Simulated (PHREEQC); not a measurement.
A solution holds 0.4 mol HF, 0.001 mol (NH4)2SiF6, 0.18 mol H3BO3, 0.022 mol HCl and 0.013 mol NaCl per kg of water, at 25 °C. Closed to the air; pH follows from the charge balance.

Computed with PHREEQC (ion-association model, phreeqc.dat).

```json
{
 "pH": "1.00",
 "ionic_strength": "0.138 mol/kgw",
 "activity_of_water": "0.994",
 "total_alkalinity": "-426 meq/kg"
}
```

| species | molality | activity | log γ |
|---|---|---|---|
| H+ | 0.122 | 0.0991 | -0.090 |
| BF4- | 0.0943 | 0.0721 | -0.117 |
| H3BO3 | 0.0797 | 0.0822 | 0.014 |
| Cl- | 0.0350 | 0.0260 | -0.129 |
| Na+ | 0.0130 | 0.00997 | -0.115 |
| HF | 0.00668 | 0.00690 | 0.014 |

Precipitation was switched off in this run. Saturation is exceeded, for instance for Quartz (slow to form); the values hold only as long as no solid forms. Complexes and solids missing from the database can't appear. SiF6-2 is the database's only silicon fluoride. Real BF4- forms and hydrolyses slowly; the run takes it at equilibrium.
